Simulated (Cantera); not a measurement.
Feed: 1 mol c-C₄F₈, 0.016 mol HCl, held at 973 K and 0.000890 bar.

These are equilibrium values from Cantera (NASA tables, ideal gas, pure condensed phases), not measurements of a reactor. Candidate condensed phases: C, C₆H₆, C₇H₈, C₈H₁₈; 118 gas species. The feed counts by its element totals alone. Gases not in the tables: C₂F₆ and larger saturated fluorocarbons. Kinetics and transport are ignored.

Base state: CF₄ 0.987, HF 0.00728, Cl₂ 0.00262, CClF₃ 0.00160, HCl 0.000645, Cl 0.000440 (mole fractions); condensed: C(graphite).

Task: What changes in the equilibrium state with this change: HCl from 0.016 to 0.83 mol?

Result: 
| species | before | after |
|---|---|---|
| CF₄ | 0.987 | 0.626 |
| HF | 0.00728 | 0.179 |
| HCl | 0.000645 | 0.101 |
| Cl₂ | 0.00262 | 0.0850 |
| CCl₂F₂ | 3.42e-6 | 8.83e-5 |
| Cl | 0.000440 | 0.00251 |
| C(graphite), mol | 2.00 | 2.13 |
